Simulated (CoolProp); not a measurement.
Vapour-liquid equilibrium of CH2F2 (R32) (1) + R125 (2) at 252.9 K; x and y are mole fractions of (1).

The numbers come from the multi-fluid Helmholtz-energy mixture model, Tillner-Roth 1997 and Lemmon 2005; pair parameters Lemmon 2004 in CoolProp.

| x | bubble pressure (MPa) | y at the bubble point | dew pressure at overall composition x (MPa) | liquid density (mol/L) |
|---|---|---|---|---|
| 0.05 | 0.3400 | 0.064 | 0.3387 | 12.01 |
| 0.125 | 0.3485 | 0.157 | 0.3456 | 12.45 |
| 0.2 | 0.3568 | 0.244 | 0.3526 | 12.91 |
| 0.275 | 0.3647 | 0.326 | 0.3598 | 13.42 |
| 0.35 | 0.3720 | 0.403 | 0.3670 | 13.96 |
| 0.425 | 0.3787 | 0.477 | 0.3740 | 14.55 |
| 0.5 | 0.3847 | 0.547 | 0.3808 | 15.18 |
| 0.575 | 0.3900 | 0.614 | 0.3870 | 15.88 |
| 0.65 | 0.3945 | 0.680 | 0.3925 | 16.64 |
| 0.725 | 0.3981 | 0.745 | 0.3971 | 17.48 |
| 0.8 | 0.4008 | 0.811 | 0.4004 | 18.42 |
| 0.875 | 0.4024 | 0.878 | 0.4023 | 19.48 |
| 0.95 | 0.4027 | 0.949 | 0.4027 | 20.67 |

y crosses x between x = 0.875 and 0.95: the model has an azeotrope there.

Pair parameters are fitted to limited data, so mixtures are less certain than the pure fluids.
